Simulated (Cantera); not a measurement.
What does this Cantera script print?

```python
import numpy as np
import cantera as ct

gas_names = [...]  # 109 gases of nasa_gas.yaml made of C, Cl, H, Si
cond_names = """
    C(gr) C6H6(L) C7H8(L) C8H18(L),n-octa Si(cr) Si(L) SiC(b)
""".split()


# ... load() reads the species with a 1 bar reference pressure and builds the phases ...
atoms = {
    'CH3SiCl3': {'C': 1, 'H': 3, 'Si': 1, 'CL': 3},
    'C2H4': {'C': 2, 'H': 4},
    'H2': {'H': 2},
}
top_T = {'C(gr)': 4500, 'SiC(b)': 3050}  # K; cautious upper limits of use, not melting points


# ... equilibrate(T, P, feed) seeds the gas with the atoms and calls Mixture.equilibrate('TP', solver="vcs", rtol=1e-11, max_steps=5000) ...
results = []
feed = {'CH3SiCl3': 1, 'C2H4': 0.42, 'H2': 1}  # mol
T = 2248.15  # K
for P in [100, 220, 460, 1000, 2200, 4600, 10000, 22000, 46000, 100000]:
    mix = equilibrate(T, P, feed)
    results.append((T, P, feed, dict(zip(mix.species_names, mix.species_moles))))

top = {s: max(r[3][s] / sum(r[3][g] for g in gas_names) for r in results) for s in gas_names}
cols = sorted((s for s in top if top[s] > 1e-05), key=lambda s: -top[s])[:8]
seen = [c for c in cond_names if any(r[3].get(c, 0) > 1e-12 for r in results)]
print("log10 of partial pressures in bar; condensed amounts in mol")
print(f"{'P/Pa':>10s}" + "".join(f"{s[:9]:>10s}" for s in cols + seen))
for T, P, feed, n in results:
    ng = sum(n[g] for g in gas_names)
    print(f"{P:10.4g}" + "".join(f"{np.log10(max(n[s] / ng * P / 1e5, 1e-99)):10.3f}" for s in cols)
          + "".join(f"{n.get(c, 0):10.4g}" for c in seen))
```

Output:

```
log10 of partial pressures in bar; condensed amounts in mol
      P/Pa        H2       HCL         H     SiCL2        CL        Si      SiCL      SiC2     C(gr)    SiC(b)
       100    -3.471    -3.540    -3.869    -4.252    -4.079    -4.142    -4.936    -5.082     1.658   0.03782
       220    -3.071    -3.129    -3.669    -3.829    -3.867    -4.142    -4.725    -5.082     1.422    0.3499
       460    -2.720    -2.770    -3.493    -3.463    -3.684    -4.142    -4.542    -5.082     1.334     0.467
      1000    -2.362    -2.408    -3.315    -3.096    -3.501    -4.142    -4.358    -5.082     1.295    0.5191
      2200    -2.007    -2.050    -3.137    -2.735    -3.320    -4.142    -4.178    -5.082     1.279    0.5407
      4600    -1.679    -1.720    -2.973    -2.404    -3.155    -4.142    -4.012    -5.082     1.274    0.5488
     1e+04    -1.336    -1.377    -2.802    -2.060    -2.983    -4.142    -3.840    -5.082     1.272    0.5516
   2.2e+04    -0.989    -1.031    -2.628    -1.715    -2.810    -4.142    -3.668    -5.082     1.272    0.5517
   4.6e+04    -0.666    -0.710    -2.466    -1.396    -2.651    -4.142    -3.508    -5.082     1.274    0.5505
     1e+05    -0.325    -0.373    -2.296    -1.063    -2.484    -4.142    -3.342    -5.082     1.276    0.5481
```

These are equilibrium values from Cantera (NASA tables, ideal gas, pure condensed phases), not measurements of a reactor. The feed counts by its element totals alone. The tables' values for SiCl, SiCl3 are old estimates; treat these amounts as uncertain. Gases not in the tables: Si2H6 and higher silanes.
